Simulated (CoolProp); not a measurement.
A Linde-Hampson liquefier for carbon monoxide: isothermal reversible compression at 280 K from 1 atm to 30 MPa, throttling to 1 atm, return gas leaving the recuperator 5 K below the feed. Each further row changes one setting.

Model: reference Helmholtz-energy equation of state, Lemmon 2006, in CoolProp. It is a short technical equation, of lower accuracy than the large ones.

| case | liquid yield per pass | compression work (kJ/kg of gas) |
|---|---|---|
| as stated | 0.113 | 472 |
| high pressure 60 MPa | (withheld) | (withheld) |
| warm-end temperature 310 K | 0.081 | (withheld) |
| warm-end gap 10 K | 0.101 | 472 |

### Question
What belongs in the gaps?

### Answer

- high pressure 60 MPa, liquid yield per pass: 0.104
- high pressure 60 MPa, compression work (kJ/kg of gas): 546
- warm-end temperature 310 K, compression work (kJ/kg of gas): 527
